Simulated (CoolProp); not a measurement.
Values from CoolProp's reference Helmholtz-energy equation of state, Lemmon 2006. It is a short technical equation, of lower accuracy than the large ones.

### Question
For toluene, give the phase and the density (kg/m³), cv (kJ/(kg K)), conductivity (mW/(m K)), fugacity coefficient at 429.8 K and 3.21 MPa; 561 K and 3.21 MPa.

### Answer
- 429.8 K and 3.21 MPa: liquid; density 735, cv 1.67, conductivity 98.1, fugacity coefficient 0.101
- 561 K and 3.21 MPa: liquid; density 525, cv 2.08, conductivity 77.0, fugacity coefficient 0.628

Thermal conductivity comes from a separate model (Assael 2012).
